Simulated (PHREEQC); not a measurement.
# Brine

Consider water at 45 °C with 1.6 mol NaOH, 0.019 mol K2SO4 and 0.00068 mol H4SiO4 per kg of water. Closed to the air; pH follows from the charge balance.

Equilibrium calculation in PHREEQC: Pitzer model, pitzer.dat.

Each row changes one thing in this solution. Precipitation was switched off in this run.

```
case                                           pH  H3SiO4- (mol/kgw)  H4SiO4 (mol/kgw)  SI of SiO2(a) (SiO2)
------------------------------------------  -----  -----------------  ----------------  --------------------
as made                                     13.48            5.10e-6          2.28e-10                 -7.02
temperature from 45 to 90 °C                    …            6.51e-6           1.08e-9                 -6.65
H4SiO4 from 0.00068 to 0.00034 mol/kgw      13.48            2.55e-6          1.14e-10                     …
K2SO4 from 0.019 to 0.0038 mol/kgw          13.48            5.16e-6          2.33e-10                 -7.01
K2SO4 from 0.019 to 0.0171 mol/kgw          13.48            5.11e-6          2.29e-10                 -7.02
temperature from 45 to 50 °C                13.35            5.24e-6          2.78e-10                 -6.98
K2SO4 replaced by KCl at the same molality  13.48            5.11e-6          2.29e-10                 -7.02
```

### Question
Some entries are withheld; supply them.

### Answer

- temperature from 45 to 90 °C, pH: 12.49
- H4SiO4 from 0.00068 to 0.00034 mol/kgw, SI of SiO2(a) (SiO2): -7.32

In brines, pH and single-ion activities rest on the MacInnes convention. Away from 25 °C the constants follow the database's enthalpies or fits; those with neither stay at their 25 °C values.
